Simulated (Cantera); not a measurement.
# Ammonia decomposition in nitride growth gas

An isothermal, constant-pressure homogeneous reactor starts with 12.7 % NH3, 87.3 % H2, at 1725 K and 11000 Pa.

Cantera simulation using the gas-phase N/H chemistry of the illustrative SiF4/NH3 mechanism in the Surface Chemkin manual (1991); the numbers are that mechanism's predictions, not measurements. Walls and surfaces, which speed up NH3 decomposition in real reactors, are not modelled.

```json
[
 {"t (s)": "0.000100", "x NH3": "0.127", "x H2": "0.873", "x N2H2": "<1e-12", "x NH2": "2.57e-7", "x NH": "1.04e-11", "x N": "<1e-12", "x N2H4": "<1e-12"},
 {"t (s)": "0.000272", "x NH3": "0.127", "x H2": "0.873", "x N2H2": "4.70e-12", "x NH2": "6.94e-7", "x NH": "8.00e-11", "x N": "<1e-12", "x N2H4": "<1e-12"},
 {"t (s)": "0.000739", "x NH3": "0.127", "x H2": "0.873", "x N2H2": "4.04e-11", "x NH2": "1.88e-6", "x NH": "6.00e-10", "x N": "<1e-12", "x N2H4": "2.41e-12"},
 {"t (s)": "0.00201", "x NH3": "0.127", "x H2": "0.873", "x N2H2": "3.28e-10", "x NH2": "5.11e-6", "x NH": "4.46e-9", "x N": "1.97e-11", "x N2H4": "1.80e-11"},
 {"t (s)": "0.00546", "x NH3": "0.127", "x H2": "0.873", "x N2H2": "2.71e-9", "x NH2": "1.38e-5", "x NH": "3.27e-8", "x N": "3.92e-10", "x N2H4": "1.32e-10"},
 {"t (s)": "0.0149", "x NH3": "0.127", "x H2": "0.873", "x N2H2": "2.30e-8", "x NH2": "3.62e-5", "x NH": "2.24e-7", "x N": "7.00e-9", "x N2H4": "9.05e-10"},
 {"t (s)": "0.0404", "x NH3": "0.126", "x H2": "0.873", "x N2H2": "1.03e-7", "x NH2": "6.89e-5", "x NH": "8.08e-7", "x N": "4.78e-8", "x N2H4": "3.27e-9"},
 {"t (s)": "0.110", "x NH3": "0.126", "x H2": "0.874", "x N2H2": "1.21e-7", "x NH2": "7.38e-5", "x NH": "9.31e-7", "x N": "5.93e-8", "x N2H4": "3.74e-9"},
 {"t (s)": "0.299", "x NH3": "0.123", "x H2": "0.875", "x N2H2": "1.19e-7", "x NH2": "7.29e-5", "x NH": "9.26e-7", "x N": "5.93e-8", "x N2H4": "3.66e-9"},
 {"t (s)": "0.812", "x NH3": "0.118", "x H2": "0.878", "x N2H2": "1.12e-7", "x NH2": "7.06e-5", "x NH": "9.10e-7", "x N": "5.91e-8", "x N2H4": "3.43e-9"},
 {"t (s)": "2.21", "x NH3": "0.104", "x H2": "0.886", "x N2H2": "9.53e-8", "x NH2": "6.49e-5", "x NH": "8.68e-7", "x N": "5.86e-8", "x N2H4": "2.90e-9"},
 {"t (s)": "6.00", "x NH3": "0.0765", "x H2": "0.901", "x N2H2": "6.32e-8", "x NH2": "5.22e-5", "x NH": "7.68e-7", "x N": "5.71e-8", "x N2H4": "1.87e-9"}
]
```
x: mole fraction; the columns are a selection and need not sum to one.

Equilibrium at this temperature and pressure: NH3 8.13e-7, H2 0.943, N2H2 <1e-12, NH2 1.21e-9, NH 3.93e-11, N 6.47e-12, N2H4 <1e-12 (gas phase only).
